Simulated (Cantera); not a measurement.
# Ammonia decomposition in nitride growth gas

An isothermal, constant-pressure homogeneous reactor starts with NH₃ : N₂ = 1 : 0.41 (molar parts), at 2125 K and 0.987 atm.

Computed with Cantera and the gas-phase N/H chemistry of the illustrative SiF4/NH3 mechanism in the Surface Chemkin manual (1991). Walls and surfaces, which speed up NH3 decomposition in real reactors, are not modelled.

```tsv
t (s)	x NH₃	x H₂	x N₂H₄	x N₂H₂	x H
0.000100	0.701	0.00590	8.77e-7	9.64e-6	9.28e-6
0.000215	0.690	0.0152	8.31e-7	9.62e-6	1.87e-5
0.000464	0.668	0.0344	7.25e-7	9.05e-6	3.72e-5
0.00100	0.625	0.0730	5.88e-7	8.05e-6	7.28e-5
0.00215	0.543	0.145	4.36e-7	6.46e-6	0.000140
0.00464	0.411	0.260	2.77e-7	4.35e-6	0.000263
0.0100	0.243	0.408	1.31e-7	2.20e-6	0.000476
0.0215	0.0933	0.540	3.49e-8	7.00e-7	0.000846
0.0464	0.0166	0.606	3.15e-9	9.27e-8	0.00160
0.100	0.00138	0.619	6.11e-11	2.70e-9	0.00274
0.215	0.000304	0.620	3.24e-12	1.50e-10	0.00287
0.464	0.000111	0.620	<1e-12	2.13e-11	0.00288
1.00	4.69e-5	0.620	<1e-12	4.97e-12	0.00288
```
x: mole fraction; the columns are a selection and need not sum to one.

Equilibrium at this temperature and pressure: NH₃ 4.95e-6, H₂ 0.620, N₂H₄ <1e-12, N₂H₂ 1.46e-12, H 0.00288 (gas phase only).
